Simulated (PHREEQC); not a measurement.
Consider water at 10 °C with 0.052 mol MnCl2 per kg of water. Closed to the air; pH follows from the charge balance.

The numbers come from PHREEQC with the ion-association model, phreeqc.dat.

Each row changes one thing in this solution. This is a speciation only: nothing precipitates in the calculation.

```csv
case,pH,ionic strength (mol/kgw)
as made,6.44,0.143
MnCl2 from 0.052 to 0.0468 mol/kgw,6.46,0.129
diluted 5-fold with water,6.68,0.0303
MnCl2 from 0.052 to 0.52 mol/kgw,6.15,1.10
diluted 10-fold with water,(withheld),(withheld)
MnCl2 from 0.052 to 0.0104 mol/kgw,6.68,0.0303
MnCl2 replaced by BaCl2 at the same molality,7.21,0.156
0.068 mol/kgw KNO3 added,6.46,0.211
```

Question: Fill in the missing entries.

Answer: 
- diluted 10-fold with water, pH: 6.79
- diluted 10-fold with water, ionic strength (mol/kgw): 0.0153

The ionic strength passes 0.7 mol/kgw, the rough limit of the ion-association models, in MnCl2 from 0.052 to 0.52 mol/kgw. Species that the database lacks are ignored. Constants without temperature data keep their 25 °C values here.
